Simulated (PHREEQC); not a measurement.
1 kg of water meets 20 L of dry gas (CO2 0.48, CH4 0.14, H2S 0.38 by moles) at fixed total pressure, at 50 °C; fugacities by Peng-Robinson. The gases take part in no redox reaction, some water evaporates into the gas, and hydrates or a liquid gas phase aren't modelled. Precipitation was switched off in this run.

Model: ion-association model, phreeqc.dat, run in PHREEQC.

```tsv
P (atm)	dissolved CO2 (all carbonate carbon) (mol/kgw)	φ of CO2	p of CO2 (atm)	dissolved CH4 (mol/kgw)
1	0.00832	0.996	0.426	0.000139
2	[?]	0.991	0.912	0.000298
3	[?]	0.987	1.40	0.000456
5	[?]	0.979	2.37	0.000769
7.5	[?]	0.968	3.58	0.00115
10	[?]	0.957	4.79	0.00154
15	0.130	0.937	7.21	0.00228
```

### Question
Some entries are withheld; supply them.

### Answer

- 2, dissolved CO2 (all carbonate carbon) (mol/kgw): 0.0177
- 3, dissolved CO2 (all carbonate carbon) (mol/kgw): 0.0269
- 5, dissolved CO2 (all carbonate carbon) (mol/kgw): 0.0451
- 7.5, dissolved CO2 (all carbonate carbon) (mol/kgw): 0.0674
- 10, dissolved CO2 (all carbonate carbon) (mol/kgw): 0.0890

Constants without temperature data keep their 25 °C values here.
